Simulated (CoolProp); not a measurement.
o-xylene at several states: Z from the reference equation and from simpler models built on Tc = 357.1 °C, pc = 3.737 MPa, ω = 0.312; each cubic takes its own stable root.

The numbers come from the reference Helmholtz-energy equation of state, Zhou 2012 in CoolProp.

```csv
T (°C),p (MPa),phase,reference
185.05,0.0747,gas,0.9764
54.25,1.4,liquid,0.06407
0.45,3.54,liquid,0.1838
300.15,1.96,liquid,0.07662
4.25,0.136,liquid,0.007006
```

**Question.** How far does each simpler model (Redlich-Kwong, Soave-Redlich-Kwong) lie from the reference over these 5 states: mean and median of the absolute difference, and the worst?

**Answer.** 
- Redlich-Kwong: mean 172.2 %, median 17.0 %, worst +809.4 % at 300.15 °C and 1.96 MPa
- Soave-Redlich-Kwong: mean 13.0 %, median 14.7 %, worst +21.5 % at 300.15 °C and 1.96 MPa

At some of these states Redlich-Kwong gives the other phase, because its saturation line lies elsewhere.
